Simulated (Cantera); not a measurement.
Charge: 1 mol SiC, 0.026 mol H₂O, 6.2 mol N₂, at 725 °C and 0.500 Pa.

These are equilibrium values from Cantera (NASA tables, ideal gas, pure condensed phases), not measurements of a reactor. Candidate condensed phases: C, C₆H₆, C₇H₈, C₈H₁₈, H₂O, Si, SiC, SiO₂, Si₂N₂O, Si₃N₄; 151 gas species. N₂ is the only nitrogen source here; it is nearly inert below about 1500 K, so the nitride shown seldom forms there in practice. Equilibrium is a limit: real reactors are often held back by kinetics, nucleation or transport.

Base state: N₂ 0.995, H₂ 0.00467 (mole fractions); condensed: C(graphite) + Si₂N₂O(s) + Si₃N₄(s).

Task: What changes in the equilibrium state with this change: H₂O from 0.026 to 1.3 mol?

Result: 
| species | before | after |
|---|---|---|
| N₂ | 0.995 | 0.731 |
| H₂ | 0.00467 | 0.167 |
| CO | 5.17e-7 | 0.103 |
| C(graphite), mol | 1.000 | 0.200 |
| Si₂N₂O(s), mol | 0.0260 | 0.500 |
| Si₃N₄(s), mol | 0.316 | 0 |
